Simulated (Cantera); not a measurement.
A closed system holds: 1 mol SiCl₄, 0.033 mol C₂H₄, 73 mol H₂, at 0.410 bar.

Method: chemical equilibrium by Gibbs-energy minimisation in Cantera with the NASA 1993 tables (ideal gas, pure condensed phases). Candidate condensed phases: C, C₆H₆, C₇H₈, C₈H₁₈, Si, SiC; 109 gas species. Mutual solubility and eutectic melting of coexisting phases are not modelled. The tables' values for SiCl, SiCl₃ are old estimates; treat these amounts as uncertain. Gases not in the tables: Si₂H₆ and higher silanes. Equilibrium is a limit: real reactors are often held back by kinetics, nucleation or transport.

At 2225 K, list the 4 most abundant gas species with their mole fractions, and the condensed phases.

H₂ 0.939, HCl 0.0443, H 0.00980, SiCl₂ 0.00393. Condensed: Si(l) + SiC(s).
